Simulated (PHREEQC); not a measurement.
Consider water at 25 °C with 0.022 mol/kgw CuCl2, 0.11 mol/kgw H2SO4 and 0.001 mol/kgw H3BO3. Closed to the air; pH follows from the charge balance.

Computed with PHREEQC (ion-association model, phreeqc.dat).

Precipitation was switched off in this run.

Question: Estimate the pH, ionic strength.

Answer: pH 0.96; ionic strength 0.204 mol/kgw.

Question: In which forms is Cl present?

Answer: Cl- 99 %, CuCl+ 1.3 % of the Cl.

Species that the database lacks are ignored.
